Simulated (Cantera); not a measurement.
**Si + CO2 + N2 + H2O (thermal oxidation and active oxidation of silicon)**

Charge: 1 mol Si, 0.071 mol CO2, 110 mol N2, 1 mol H2O, equilibrated at 1375 K.

Cantera equilibrium calculation (NASA polynomials, part measured and part estimated; ideal gas, pure solids and liquids). Candidate condensed phases: C, C6H6, C7H8, C8H18, H2O, Si, SiC, SiO2, Si2N2O, Si3N4; 151 gas species. N2 is the only nitrogen source here; it is nearly inert below about 1500 K, so the nitride shown seldom forms there in practice. Mutual solubility and eutectic melting of coexisting phases are not modelled. The tables hold silica as quartz up to 1696 K and as liquid above; real silica turns to tridymite and cristobalite and melts near 1996 K. Kinetics and transport are ignored.

From 0.100 Pa to 1.50 Pa the condensed part is SiO2(β-quartz). From 22.0 Pa to 10.0 bar the condensed part is SiO2(β-quartz) + Si2N2O(s).

| P (Pa) | x N2 | x H2 | x SiO | x CO | x H | n SiO2(β-quartz) | n Si2N2O(s) |
|---|---|---|---|---|---|---|---|
| 0.100 | 0.982 | 0.00873 | 0.00833 | 0.000633 | 0.000320 | 0.0670 | 0 |
| 1.50 | 0.982 | 0.00888 | 0.00830 | 0.000634 | 8.34e-5 | 0.0707 | 0 |
| 22 | 0.986 | 0.00897 | 0.00432 | 0.000637 | 2.19e-5 | 0.220 | 0.149 |
| 320 | 0.990 | 0.00902 | 0.000121 | 0.000641 | 5.75e-6 | 0.376 | 0.305 |
| 4600 | 0.990 | 0.00903 | 3.47e-6 | 0.000641 | 1.52e-6 | 0.380 | 0.310 |
| 68000 | 0.990 | 0.00902 | 9.57e-8 | 0.000641 | 3.95e-7 | 0.380 | 0.310 |
| 1000000 | 0.990 | 0.00902 | 2.66e-9 | 0.000640 | 1.03e-7 | 0.380 | 0.310 |
x: gas mole fraction; n: condensed amount in mol.
